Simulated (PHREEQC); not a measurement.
Solution (50 °C): 0.26 mol H3BO3, 0.00018 mol Na2CO3 and 0.26 mol KCl per kg of water. Closed to the air; pH follows from the charge balance.

Computed with PHREEQC (ion-association model, phreeqc.dat).

| Item | Result |
|---|---|
| pH | 5.94 |
| ionic strength | 0.260 mol/kgw |
| activity of water | 0.987 |
| specific conductance | 48200 µS/cm |
| density | 1.005 g/cm³ |
| total alkalinity | 0.360 meq/kg |

```tsv
species	molality	activity	log γ
Cl-	0.260	0.178	-0.164
K+	0.260	0.177	-0.167
H3BO3	0.260	0.276	0.026
Na+	0.000360	0.000261	-0.140
H2BO3-	0.000290	0.000211	-0.139
CO2	0.000109	0.000115	0.026
HCO3-	7.13e-5	5.14e-5	-0.142
H+	1.47e-6	1.15e-6	-0.108
OH-	6.98e-8	4.71e-8	-0.171
CO3-2	1.11e-8	3.00e-9	-0.569
NaHCO3	6.23e-9	6.62e-9	0.026
```

This is a speciation only: nothing precipitates in the calculation. Complexes and solids missing from the database can't appear. Away from 25 °C the constants follow the database's enthalpies or fits; those with neither stay at their 25 °C values.
